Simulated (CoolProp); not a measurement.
Vapour-liquid equilibrium of toluene (1) + m-xylene (2) at 1.62 kPa; x and y are mole fractions of (1).

The numbers come from the multi-fluid Helmholtz-energy mixture model, Lemmon 2006 and Zhou 2012; pair parameters Bell 2016 in CoolProp.

| x | bubble temperature (°C) | y at the bubble point | dew temperature at overall composition x (°C) | liquid density (mol/L) |
|---|---|---|---|---|
| 0.05 | 29.4 | 0.158 | 30.9 | 8.118 |
| 0.15 | 25.5 | 0.396 | 29.5 | 8.262 |
| 0.25 | 22.3 | 0.560 | 28.0 | 8.404 |
| 0.35 | 19.6 | 0.674 | 26.4 | 8.546 |
| 0.45 | 17.3 | 0.757 | 24.5 | 8.688 |
| 0.55 | 15.4 | 0.820 | 22.5 | 8.831 |
| 0.65 | 13.8 | 0.870 | 20.2 | 8.976 |
| 0.75 | 12.5 | 0.911 | 17.5 | 9.124 |
| 0.85 | 11.2 | 0.948 | 14.5 | 9.276 |
| 0.95 | 10.1 | 0.982 | 11.1 | 9.433 |

No azeotrope shows between x = 0.05 and 0.95.

The pair parameters rest on a limited set of measurements; away from them the model extrapolates.
